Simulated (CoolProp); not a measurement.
Vapour-liquid equilibrium of n-hexane (1) + p-xylene (2) at 97.15 °C; x and y are mole fractions of (1).

The numbers come from the multi-fluid Helmholtz-energy mixture model, Thol 2019 and Zhou 2012; pair parameters Bell 2016 in CoolProp.

```
x     bubble pressure (MPa)  y at the bubble point  dew pressure at overall composition x (MPa)  liquid density (mol/L)
----  ---------------------  ---------------------  -------------------------------------------  ----------------------
0.05                    [?]                  0.332                                      0.03053                   7.436
0.2                     [?]                    [?]                                      0.03565                   7.350
0.35                 0.1077                  0.809                                      0.04282                   7.257
0.5                  0.1361                  0.877                                      0.05352                   7.159
0.65                 0.1633                  0.923                                      0.07114                   7.053
0.8                  0.1904                  0.959                                       0.1049                   6.940
0.95                 0.2188                  0.990                                       0.1834                   6.819
```

**Question.** Fill in the missing entries.

**Answer.** 
- 0.05, bubble pressure (MPa): 0.04183
- 0.2, bubble pressure (MPa): 0.07670
- 0.2, y at the bubble point: 0.683

No azeotrope shows between x = 0.05 and 0.95.

Pair parameters are fitted to limited data, so mixtures are less certain than the pure fluids.
